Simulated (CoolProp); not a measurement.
Vapour-liquid equilibrium of n-hexane (1) + ethylbenzene (2) at 192 kPa; x and y are mole fractions of (1).

Model: multi-fluid Helmholtz-energy mixture model, Thol 2019 and Zhou 2012; pair parameters Bell 2016, in CoolProp.

| x | bubble temperature, mixture model (K) | bubble temperature, Raoult's law (K) | y, mixture model | y, Raoult's law |
|---|---|---|---|---|
| 0.05 | 425.4 | 427.0 | 0.229 | 0.211 |
| 0.15 | ? | 414.1 | ? | 0.491 |
| 0.25 | 400.1 | 403.8 | ? | 0.660 |
| 0.35 | 392.1 | 395.4 | ? | 0.767 |
| 0.45 | 385.8 | 388.4 | 0.830 | 0.840 |
| 0.55 | 380.6 | 382.5 | ? | 0.891 |
| 0.65 | ? | 377.4 | ? | 0.928 |
| 0.75 | 372.3 | 372.9 | 0.942 | 0.956 |
| 0.85 | 368.7 | 368.9 | ? | 0.977 |
| 0.95 | 365.3 | 365.4 | 0.989 | 0.993 |

**Question.** Some entries are withheld; supply them.

**Answer.** 
- 0.15, bubble temperature, mixture model (K): 410.8
- 0.15, y, mixture model: 0.512
- 0.25, y, mixture model: 0.669
- 0.35, y, mixture model: 0.765
- 0.55, y, mixture model: 0.876
- 0.65, bubble temperature, mixture model (K): 376.2
- 0.65, y, mixture model: 0.912
- 0.85, y, mixture model: 0.967

The largest gap from Raoult's law is -3.7 K in bubble temperature, at x = 0.25. No azeotrope shows between x = 0.05 and 0.95.

Pair parameters are fitted to limited data, so mixtures are less certain than the pure fluids.
